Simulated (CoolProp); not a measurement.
The numbers come from the reference Helmholtz-energy equation of state, Lemmon 2006 in CoolProp. It is a short technical equation, of lower accuracy than the large ones.

Problem. For acetone, give the phase and the Joule-Thomson coefficient (K/MPa) at 423.3 K and 18.8 MPa; 423.3 K and 43.8 MPa.

Solution. 
- 423.3 K and 18.8 MPa: liquid; Joule-Thomson coefficient -0.156
- 423.3 K and 43.8 MPa: liquid; Joule-Thomson coefficient -0.272
